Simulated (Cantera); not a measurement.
A freely propagating, adiabatic, planar premixed flame of 9.02 % CH4, 6.31 % H2, 15.1 % O2, 62.0 % N2, 7.48 % H2O, equivalence ratio 1.4, unburnt at 675 K and 0.380 bar; unity-Lewis-number transport, grid criteria slope 0.08 and curve 0.16, no radiation.

Detailed kinetics in Cantera: GRI-Mech 3.0 (53 species, 325 reactions). Unity Lewis numbers drop preferential diffusion, which matters most where H2 and H carry the flame. Burning velocities carry a grid error of a few per cent, more on coarse grids.

Problem. Predict: laminar burning velocity; thermal thickness; peak x(CH2); peak x(CH2O).

Solution. 
- laminar burning velocity: 93.7 cm/s
- thermal thickness: 1.20 mm
- peak x(CH2): 6.19e-5
- peak x(CH2O): 0.000583
